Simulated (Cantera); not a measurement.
An isothermal, constant-pressure homogeneous reactor starts with 19.2 % CH₄, 80.8 % H₂, at 1500 K and 0.132 atm.

Cantera simulation using GRI-Mech 3.0 (53 species, 325 reactions); the numbers are that mechanism's predictions, not measurements. GRI-Mech 3.0 stops at C3 and has no aromatics, soot or wall deposition, so with more carbon than oxygen in the feed, carbon stays in small species such as C2H2 where larger ones or solid carbon would form.

x: mole fraction; the columns are a selection and need not sum to one.

```json
[
 {"t (s)": "0.000400", "x CH₄": "0.192", "x H₂": "0.808", "x C₂H₂": "3.29e-12", "x CH₂": "2.33e-11", "x C₂H₄": "5.17e-9", "x C₂H₆": "1.70e-8", "x H": "2.22e-6"},
 {"t (s)": "0.00150", "x CH₄": "0.192", "x H₂": "0.808", "x C₂H₂": "1.07e-9", "x CH₂": "3.07e-10", "x C₂H₄": "2.83e-7", "x C₂H₆": "7.79e-7", "x H": "7.98e-6"},
 {"t (s)": "0.00565", "x CH₄": "0.192", "x H₂": "0.808", "x C₂H₂": "3.97e-7", "x CH₂": "[?]", "x C₂H₄": "1.36e-5", "x C₂H₆": "1.60e-5", "x H": "2.15e-5"},
 {"t (s)": "0.0213", "x CH₄": "0.192", "x H₂": "0.808", "x C₂H₂": "4.11e-5", "x CH₂": "3.91e-9", "x C₂H₄": "0.000189", "x C₂H₆": "3.90e-5", "x H": "2.89e-5"},
 {"t (s)": "0.0799", "x CH₄": "0.189", "x H₂": "0.809", "x C₂H₂": "0.000675", "x CH₂": "3.92e-9", "x C₂H₄": "0.000520", "x C₂H₆": "3.88e-5", "x H": "2.92e-5"},
 {"t (s)": "0.300", "x CH₄": "0.181", "x H₂": "0.814", "x C₂H₂": "0.00400", "x CH₂": "3.82e-9", "x C₂H₄": "0.000653", "x C₂H₆": "3.61e-5", "x H": "2.96e-5"},
 {"t (s)": "1.13", "x CH₄": "0.155", "x H₂": "0.829", "x C₂H₂": "0.0147", "x CH₂": "[?]", "x C₂H₄": "0.000865", "x C₂H₆": "2.77e-5", "x H": "3.11e-5"},
 {"t (s)": "4.25", "x CH₄": "0.0976", "x H₂": "0.862", "x C₂H₂": "0.0384", "x CH₂": "[?]", "x C₂H₄": "0.00142", "x C₂H₆": "1.29e-5", "x H": "3.53e-5"},
 {"t (s)": "16.0", "x CH₄": "0.0397", "x H₂": "0.896", "x C₂H₂": "0.0620", "x CH₂": "[?]", "x C₂H₄": "0.00211", "x C₂H₆": "3.65e-6", "x H": "4.29e-5"},
 {"t (s)": "60.0", "x CH₄": "0.0254", "x H₂": "0.904", "x C₂H₂": "0.0679", "x CH₂": "[?]", "x C₂H₄": "0.00231", "x C₂H₆": "2.41e-6", "x H": "4.61e-5"}
]
```

Complete the blanks.


- 0.00565, x CH₂: 2.19e-9
- 1.13, x CH₂: 3.49e-9
- 4.25, x CH₂: 2.66e-9
- 16.0, x CH₂: 1.51e-9
- 60.0, x CH₂: 1.11e-9
